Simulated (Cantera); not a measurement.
A closed system holds: 1 mol CS2, 0.041 mol SO2, 1.4 mol N2, at 1150 K.

Cantera equilibrium calculation (NASA polynomials, part measured and part estimated; ideal gas, pure solids and liquids). Candidate condensed phases: C, S; 35 gas species. Gases not in the tables: S3 to S7. Rates play no part.

At 11300 Torr, list the 5 most abundant gas species with their mole fractions, and the condensed phases.

N2 0.564, CS2 0.350, S2 0.0528, CO 0.0169, COS 0.0158. Condensed: C(graphite).
